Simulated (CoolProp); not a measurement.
The numbers come from the reference Helmholtz-energy equation of state, Lemmon 2006 in CoolProp. It is a short technical equation, of lower accuracy than the large ones.

Problem. Give the vapour pressure (bar), vapour density (kg/m³), vapour viscosity (µPa s) of saturated hydrogen sulfide at 251.4, 262.4, 284.5 K.

Solution. 
```json
[
 {"T (K)": "251.4", "p (bar)": "5.14", "vapour density (kg/m³)": "9.03", "vapour viscosity (µPa s)": "9.63"},
 {"T (K)": "262.4", "p (bar)": "7.43", "vapour density (kg/m³)": "12.8", "vapour viscosity (µPa s)": "9.98"},
 {"T (K)": "284.5", "p (bar)": "14.2", "vapour density (kg/m³)": "23.9", "vapour viscosity (µPa s)": "10.7"}
]
```

Viscosity comes from a separate model (Quiñones-Cisneros 2012).
